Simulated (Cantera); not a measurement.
A closed system holds: 1 mol B2O3, 2 mol F2, at 19.0 mbar.

Equilibrium computed with Cantera from the NASA thermochemical tables; the gas is ideal and each condensed phase is pure. Candidate condensed phases: B, B2O3; 21 gas species. Equilibrium is a limit: real reactors are often held back by kinetics, nucleation or transport. All values below are at 1548 K.

Base state: O2 0.334, BF3 0.334, BOF 0.331, B3O3F3 0.000917, BOF2 0.000507, B2O3 5.33e-5, BO2 4.92e-5, O 3.20e-5 (mole fractions); condensed: gas only.

Q: What changes in the equilibrium state with this change: pressure from 19.0 mbar to 0.133 bar?

A: 
```tsv
species	before	after
BF3	0.334	0.350
O2	0.334	0.350
BOF	0.331	0.273
B3O3F3	0.000917	0.0254
B2O3	5.33e-5	0.000201
O	3.20e-5	1.24e-5
BOF2	0.000507	0.000777
BO2	4.92e-5	5.94e-5
```
